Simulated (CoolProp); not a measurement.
Vapour-liquid equilibrium of diethyl ether (1) + ethanol (2) at 405 K; x and y are mole fractions of (1).

Model: multi-fluid Helmholtz-energy mixture model, Thol 2014 and Schroeder 2014; pair parameters Bell 2016, in CoolProp.

Give the bubble pressure and the first vapour's composition at x = 0.35, 0.65, 0.875. Is there an azeotrope?

x = 0.35: 1.000 MPa, y = 0.548; x = 0.65: 1.178 MPa, y = 0.742; x = 0.875: 1.257 MPa, y = 0.892. No azeotrope shows between x = 0.05 and 0.95.

The pair parameters rest on a limited set of measurements; away from them the model extrapolates.
